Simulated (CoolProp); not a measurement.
A single-stage vapour-compression cycle with R245ca: evaporating at 272.15 K (dew point), condensing at 293.15 K (bubble point), superheat 2 K, subcooling 2 K, compressor efficiency 0.75, no pressure losses. Each further row changes one setting.

Values from CoolProp's reference Helmholtz-energy equation of state, Zhou 2016.

| case | cooling COP | pressure ratio | discharge temperature (K) | refrigerating effect (kJ/kg) | volumetric capacity (kJ/m³) |
|---|---|---|---|---|---|
| as stated | [?] | 2.53 | 300.0 | 195 | 379 |
| evaporating temperature 277.15 K | [?] | 2.00 | 298.5 | 199 | 482 |
| condensing temperature 288.15 K | [?] | 2.06 | [?] | 202 | 392 |
| subcooling 7 K | 9.46 | 2.53 | 300.0 | 202 | 392 |
| superheat 12 K | 9.19 | 2.53 | 310.1 | 203 | 381 |
| compressor efficiency 0.65 | [?] | 2.53 | 303.5 | 195 | 379 |

Question: Fill in the missing entries.

Answer: 
- as stated, cooling COP: 9.14
- evaporating temperature 277.15 K, cooling COP: 12.4
- condensing temperature 288.15 K, cooling COP: 12.2
- condensing temperature 288.15 K, discharge temperature (K): 294.2
- compressor efficiency 0.65, cooling COP: 7.92
